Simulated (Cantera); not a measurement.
Cantera run:

```python
import numpy as np
import cantera as ct

gas_names = """
    CL2 Fe2CL6
""".split()
cond_names = """
    FeCL2(s) FeCL2(L)
""".split()


def load(file, names, dense=False):
    # The tables refer to 1 bar. Condensed volumes are neglected.
    table = {s.name: s for s in ct.Species.list_from_file(file)}
    out = []
    for n in names:
        d = dict(table[n].input_data)
        d["thermo"] = dict(d["thermo"], **{"reference-pressure": 1e5})
        if dense:
            d["equation-of-state"] = {"model": "constant-volume", "density": "1e6 g/cm^3"}
        out.append(ct.Species.from_dict(d))
    return out


species = {s.name: s for s in load("nasa_gas.yaml", gas_names) + load("nasa_condensed.yaml", cond_names)}
# Each term lists the table entries of one substance; the one whose range holds T is used.
reactions = {
    'Cl2(g) + 2 FeCl2 = Fe2Cl6(g)':
        [(-1, ['CL2']), (-2, ['FeCL2(s)', 'FeCL2(L)']), (1, ['Fe2CL6'])],
}


def pick(names, T):
    return next(species[n] for n in names if species[n].thermo.min_temp <= T <= species[n].thermo.max_temp)


results = []
for label, terms in reactions.items():
    print(label)
    print("     T/K   dH/kJ  dS/(J/K)   dG/kJ   log10 K")
    for T in [823, 898, 973, 1048, 1123, 1198, 1273, 1348, 1423, 1498, 1573]:
        used = [(nu, pick(names, T)) for nu, names in terms]
        dH = sum(nu * s.thermo.h(T) for nu, s in used) / 1e6
        dS = sum(nu * s.thermo.s(T) for nu, s in used) / 1e3
        dG = dH - T * dS / 1e3
        logK = -dG * 1e6 / (ct.gas_constant * T * np.log(10))
        results.append((label, T, dH, dS, dG, logK, [s.name for _, s in used]))
        print(f"{T:8g} {dH:8.1f} {dS:8.1f} {dG:8.1f} {logK:8.2f}")
```

Output:

```
Cl2(g) + 2 FeCl2 = Fe2Cl6(g)
     T/K   dH/kJ  dS/(J/K)   dG/kJ   log10 K
     823     18.3     57.8    -29.3     1.86
     898     16.2     55.4    -33.6     1.95
     973    -72.7    -38.2    -35.5     1.91
    1048    -77.2    -42.6    -32.5     1.62
    1123    -81.6    -46.8    -29.1     1.36
    1198    -86.1    -50.6    -25.5     1.11
    1273    -90.6    -54.2    -21.6     0.88
    1348    -95.1    -57.6    -17.4     0.67
    1423    -99.5    -60.9    -12.9     0.47
    1498   -104.0    -63.9     -8.2     0.29
    1573   -108.5    -66.8     -3.3     0.11
```

Standard-state values (1 bar) from the NASA 1993 polynomials, evaluated with Cantera. Condensed species are held in their standard states even where they would react or evaporate.
